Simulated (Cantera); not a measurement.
Mixture: C3H8 : O2 : N2 = 1 : 5.26 : 19.8 (molar parts), at 4.93 atm, adiabatic and at constant volume. Ignition delay is the time to a rise of 400 K.

Computed with Cantera and GRI-Mech 3.0 (53 species, 325 reactions). GRI-Mech 3.0 was tuned for natural gas; its chemistry of propane as a main component is partial and can be far from experiment.

Q: What does this change do: 0.19 parts H2 added?

A: 
```tsv
quantity	before	after
delay at 1075 K	30.5 ms	15.9 ms
delay at 1275 K	0.630 ms	0.550 ms
delay at 1475 K	35.4 µs	33.7 µs
delay at 1675 K	6.13 µs	5.98 µs
apparent activation energy between 1575 and 1775 K	160 kJ/mol	150 kJ/mol
```
